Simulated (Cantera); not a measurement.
Adiabatic ignition

An adiabatic, constant-pressure homogeneous reactor starts with 9.17 % CH4, 17.0 % O2, 63.7 % N2, 10.2 % H2O, equivalence ratio 1.1, at 1200 K and 10.0 bar.

Detailed kinetics in Cantera: GRI-Mech 3.0 (53 species, 325 reactions).

```json
[
 {"t (s)": "4.00e-6", "T (K)": "1200", "x CH4": "0.0917", "x O2": "0.170", "x H2O": "0.102", "x C2H4": "<1e-12", "x NO": "<1e-12"},
 {"t (s)": "9.16e-6", "T (K)": "1200", "x CH4": "0.0917", "x O2": "0.170", "x H2O": "0.102", "x C2H4": "<1e-12", "x NO": "<1e-12"},
 {"t (s)": "2.10e-5", "T (K)": "1200", "x CH4": "0.0917", "x O2": "0.170", "x H2O": "0.102", "x C2H4": "3.05e-12", "x NO": "<1e-12"},
 {"t (s)": "4.80e-5", "T (K)": "1200", "x CH4": "0.0917", "x O2": "0.170", "x H2O": "0.102", "x C2H4": "4.90e-11", "x NO": "<1e-12"},
 {"t (s)": "0.000110", "T (K)": "1200", "x CH4": "0.0917", "x O2": "0.170", "x H2O": "0.102", "x C2H4": "1.03e-9", "x NO": "<1e-12"},
 {"t (s)": "0.000252", "T (K)": "1200", "x CH4": "0.0917", "x O2": "0.170", "x H2O": "0.102", "x C2H4": "2.14e-8", "x NO": "<1e-12"},
 {"t (s)": "0.000577", "T (K)": "1200", "x CH4": "0.0916", "x O2": "0.170", "x H2O": "0.102", "x C2H4": "1.87e-7", "x NO": "<1e-12"},
 {"t (s)": "0.00132", "T (K)": "1201", "x CH4": "0.0915", "x O2": "0.170", "x H2O": "0.102", "x C2H4": "1.09e-6", "x NO": "<1e-12"},
 {"t (s)": "0.00303", "T (K)": "1206", "x CH4": "0.0906", "x O2": "0.169", "x H2O": "0.103", "x C2H4": "1.26e-5", "x NO": "<1e-12"},
 {"t (s)": "0.00693", "T (K)": "2636", "x CH4": "<1e-12", "x O2": "0.00362", "x H2O": "0.259", "x C2H4": "<1e-12", "x NO": "0.00284"},
 {"t (s)": "0.0159", "T (K)": "2634", "x CH4": "<1e-12", "x O2": "0.00351", "x H2O": "0.259", "x C2H4": "<1e-12", "x NO": "0.00331"},
 {"t (s)": "0.0364", "T (K)": "2634", "x CH4": "<1e-12", "x O2": "0.00351", "x H2O": "0.259", "x C2H4": "<1e-12", "x NO": "0.00331"},
 {"t (s)": "0.0833", "T (K)": "2634", "x CH4": "<1e-12", "x O2": "0.00351", "x H2O": "0.259", "x C2H4": "<1e-12", "x NO": "0.00331"},
 {"t (s)": "0.191", "T (K)": "2634", "x CH4": "<1e-12", "x O2": "0.00351", "x H2O": "0.259", "x C2H4": "<1e-12", "x NO": "0.00331"},
 {"t (s)": "0.437", "T (K)": "2634", "x CH4": "<1e-12", "x O2": "0.00351", "x H2O": "0.259", "x C2H4": "<1e-12", "x NO": "0.00331"},
 {"t (s)": "1.00", "T (K)": "2634", "x CH4": "<1e-12", "x O2": "0.00351", "x H2O": "0.259", "x C2H4": "<1e-12", "x NO": "0.00331"}
]
```
x: mole fraction; the columns are a selection and need not sum to one.

| Item | Result |
|---|---|
| time of steepest temperature rise | 5.14 ms |
| temperature at 1.00 s | 2634 K |
| equilibrium temperature | 2634 K |
| x(CH4) at 1.00 s | <1e-12 (gas-phase equilibrium <1e-12) |
| x(O2) at 1.00 s | 0.00351 (gas-phase equilibrium 0.00351) |
| x(H2O) at 1.00 s | 0.259 (gas-phase equilibrium 0.259) |
